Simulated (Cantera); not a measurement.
# Transport properties of process gases

Gas mixture: N2 : N2O = 0.93 : 0.32 (molar parts), at 0.0825 Torr, frozen composition.

Cantera's kinetic-theory transport with the Lennard-Jones parameters of GRI-Mech 3.0, ideal gas; thermal conductivity in the mixture-averaged form.

| T (K) | ρ (kg/m³) | cp (J/kg/K) | μ (µPa s) | λ (mW/m/K) | Pr | D (cm²/s) H | D (cm²/s) CO2 | D (cm²/s) C2H2 |
|---|---|---|---|---|---|---|---|---|
| 400 | 0.000106 | 1020 | 21.5 | 30.7 | 0.713 | 17700 | 2230 | 2380 |
| 500 | 8.50e-5 | 1053 | 25.4 | 37.4 | 0.714 | 26200 | 3340 | 3550 |
| 600 | 7.08e-5 | 1084 | 29.0 | 44.0 | 0.714 | 35900 | 4610 | 4880 |
| 700 | 6.07e-5 | 1115 | 32.3 | 50.3 | 0.715 | 46800 | 6030 | 6380 |
| 800 | 5.31e-5 | 1146 | 35.4 | 56.5 | 0.718 | 58700 | 7590 | 8020 |
| 900 | 4.72e-5 | 1175 | 38.4 | 62.6 | 0.721 | 71600 | 9280 | 9810 |
| 1000 | 4.25e-5 | 1199 | 41.2 | 68.4 | 0.722 | 85600 | 11100 | 11700 |
D: mixture-averaged diffusion coefficient of that species in the mixture.
